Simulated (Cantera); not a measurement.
Charge: 1 mol Si₃N₄, 0.27 mol CO₂, 62 mol N₂, 0.34 mol N₂O, equilibrated at 1602 °C and 101000 Pa.

These are equilibrium values from Cantera (NASA tables, ideal gas, pure condensed phases), not measurements of a reactor. Candidate condensed phases: C, Si, SiC, SiO₂, Si₂N₂O, Si₃N₄; 34 gas species. Mutual solubility and eutectic melting of coexisting phases are not modelled. The numbers say what is thermodynamically allowed, not how fast it happens.

Base state: N₂ 0.995, CO 0.00430, SiO 0.000306 (mole fractions); condensed: Si₂N₂O(s) + Si₃N₄(s).

### Question
What changes in the equilibrium state with this change: CO₂ from 0.27 to 1.7 mol?

### Answer
```
species                 before    after
--------------------  --------  -------
N₂                       0.995    0.968
CO                     0.00430   0.0260
SiO                   0.000306  0.00638
Si₂N₂O(s), mol           0.591     1.18
Si₃N₄(s), mol            0.600        0
SiO₂(condensed), mol         0    0.221
```
The tables hold silica as quartz up to 1696 K and as liquid above; real silica turns to tridymite and cristobalite and melts near 1996 K.
